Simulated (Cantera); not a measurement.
Input: 1 mol Pb, 0.012 mol H2O, 0.91 mol CO, equilibrated at 1573 K and 0.190 bar.

Equilibrium computed with Cantera from the NASA thermochemical tables; the gas is ideal and each condensed phase is pure. Candidate condensed phases: C, C6H6, C7H8, C8H18, H2O, Pb, PbO, PbO2, Pb3O4; 113 gas species. Equilibrium is a limit: real reactors are often held back by kinetics, nucleation or transport.

Base state: CO 0.728, Pb 0.253, H2 0.00937, CO2 0.00937, H2O 0.000349, Pb2 0.000165 (mole fractions); condensed: Pb(l).

### Question
What changes in the equilibrium state with this change: Pb replaced by Ti?

### Answer
| species | before | after |
|---|---|---|
| CO | 0.728 | 0.963 |
| H2 | 0.00937 | 0.0367 |
| CO2 | 0.00937 | 0.000139 |
| Pb | 0.253 | 0 |
| Pb2 | 0.000165 | 0 |
| H2O | 0.000349 | 1.54e-5 |
| H | 9.03e-6 | 1.79e-5 |
| Pb(l), mol | 0.688 | 0 |
| TiC(s), mol | 0 | 0.595 |
| Ti2O3(s), mol | 0 | 0.202 |
Mutual solubility and eutectic melting of coexisting phases are not modelled. TiC: taken at fixed stoichiometry. Further candidate phases: Ti, TiC, TiO, TiO2, Ti2O3, Ti3O5, Ti4O7.

### Question
What changes in the equilibrium state with this change: Pb replaced by Cu?

### Answer
```tsv
species	before	after
CO	0.728	0.974
CO2	0.00937	0.0125
H2	0.00937	0.0125
Pb	0.253	0
Cu	0	0.000140
Pb2	0.000165	0
H2O	0.000349	0.000467
H	9.03e-6	1.04e-5
Pb(l), mol	0.688	0
Cu(l), mol	0	1.000
```
Further candidate phases: Cu, CuO, Cu(OH)2, Cu2O.

### Question
What changes in the equilibrium state with this change: H2O from 0.012 to 0.016 mol?

### Answer
| species | before | after |
|---|---|---|
| CO | 0.728 | 0.722 |
| Pb | 0.253 | 0.253 |
| H2 | 0.00937 | 0.0123 |
| CO2 | 0.00937 | 0.0123 |
| H2O | 0.000349 | 0.000606 |
| H | 9.03e-6 | 1.03e-5 |
| Pb(l), mol | 0.688 | 0.686 |
